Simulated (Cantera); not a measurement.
Low-pressure radical oxidation in H2/O2

A perfectly stirred reactor is fed with 23.7 % H2, 76.3 % O2, at 0.0133 bar; it is held at 1073 K, and followed from long to short residence time.

Detailed kinetics in Cantera: the H2/O2 subset of GRI-Mech 3.0, which has no nitrogen chemistry. Radical loss at walls, strong at low pressure, is not modelled. The temperature is held fixed by assumption; the heat of reaction is taken as removed at once.

```json
[
 {"τ (s)": "1.2", "x H2": "0.000964", "x O2": "0.730", "x OH": "0.00119", "x H": "0.000381", "x H2O2": "5.04e-7", "x HO2": "8.09e-6"},
 {"τ (s)": "0.56", "x H2": "0.00154", "x O2": "0.729", "x OH": "0.00155", "x H": "0.000812", "x H2O2": "5.57e-7", "x HO2": "9.85e-6"},
 {"τ (s)": "0.26", "x H2": "0.00245", "x O2": "0.727", "x OH": "0.00204", "x H": "0.00173", "x H2O2": "5.97e-7", "x HO2": "1.15e-5"},
 {"τ (s)": "0.13", "x H2": "0.00370", "x O2": "0.724", "x OH": "0.00260", "x H": "0.00340", "x H2O2": "6.19e-7", "x HO2": "1.29e-5"},
 {"τ (s)": "0.059", "x H2": "0.00588", "x O2": "0.720", "x OH": "0.00343", "x H": "0.00721", "x H2O2": "6.24e-7", "x HO2": "1.40e-5"},
 {"τ (s)": "0.028", "x H2": "0.00904", "x O2": "0.713", "x OH": "0.00441", "x H": "0.0142", "x H2O2": "6.06e-7", "x HO2": "1.46e-5"},
 {"τ (s)": "0.013", "x H2": "0.0139", "x O2": "0.703", "x OH": "0.00557", "x H": "0.0269", "x H2O2": "5.67e-7", "x HO2": "1.46e-5"},
 {"τ (s)": "0.0064", "x H2": "0.0205", "x O2": "0.692", "x OH": "0.00669", "x H": "0.0437", "x H2O2": "5.24e-7", "x HO2": "1.40e-5"},
 {"τ (s)": "0.0030", "x H2": "0.0310", "x O2": "0.682", "x OH": "0.00779", "x H": "0.0627", "x H2O2": "4.96e-7", "x HO2": "1.30e-5"},
 {"τ (s)": "0.0014", "x H2": "0.0485", "x O2": "0.680", "x OH": "0.00865", "x H": "0.0743", "x H2O2": "4.98e-7", "x HO2": "1.18e-5"},
 {"τ (s)": "0.00068", "x H2": "0.0772", "x O2": "0.689", "x OH": "0.00889", "x H": "0.0721", "x H2O2": "5.05e-7", "x HO2": "1.05e-5"}
]
```
x: mole fraction; the columns are a selection and need not sum to one.
